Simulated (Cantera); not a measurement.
Charge: 1 mol C2H6, 0.094 mol NH3, 4.2 mol N2, held at 16.0 Pa.

Equilibrium computed with Cantera from the NASA thermochemical tables; the gas is ideal and each condensed phase is pure. Candidate condensed phases: C, C6H6, C7H8, C8H18; 92 gas species. Rates play no part.

Problem. At 1973 K, list the 5 most abundant gas species with their mole fractions, and the condensed phases.

Solution. N2 0.553, H2 0.375, H 0.0653, HCN 0.00603, HNC 0.000326. Condensed: C(graphite).
